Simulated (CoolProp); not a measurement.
Saturation properties of isobutene (Tc = 418.1 K, pc = 4.016 MPa, ω = 0.193).

Model: reference Helmholtz-energy equation of state, Lemmon 2005, in CoolProp. It is a short technical equation, of lower accuracy than the large ones.

```json
[
 {"T (K)": "239.4", "p (MPa)": "0.03104", "vapour density (kg/m³)": "0.8920", "enthalpy of vaporisation (kJ/kg)": "415.8"},
 {"T (K)": "258.7", "p (MPa)": "0.07498", "vapour density (kg/m³)": "2.027", "enthalpy of vaporisation (kJ/kg)": "398.6"},
 {"T (K)": "278", "p (MPa)": "0.1576", "vapour density (kg/m³)": "4.058", "enthalpy of vaporisation (kJ/kg)": "380.1"},
 {"T (K)": "297.2", "p (MPa)": "0.2963", "vapour density (kg/m³)": "7.373", "enthalpy of vaporisation (kJ/kg)": "359.9"},
 {"T (K)": "316.5", "p (MPa)": "0.5134", "vapour density (kg/m³)": "12.53", "enthalpy of vaporisation (kJ/kg)": "337.3"},
 {"T (K)": "335.8", "p (MPa)": "0.8315", "vapour density (kg/m³)": "20.27", "enthalpy of vaporisation (kJ/kg)": "311.3"},
 {"T (K)": "355", "p (MPa)": "1.273", "vapour density (kg/m³)": "31.68", "enthalpy of vaporisation (kJ/kg)": "280.8"},
 {"T (K)": "374.3", "p (MPa)": "1.871", "vapour density (kg/m³)": "49.06", "enthalpy of vaporisation (kJ/kg)": "242.9"}
]
```

It boils at 266.1 K under 1 atm.
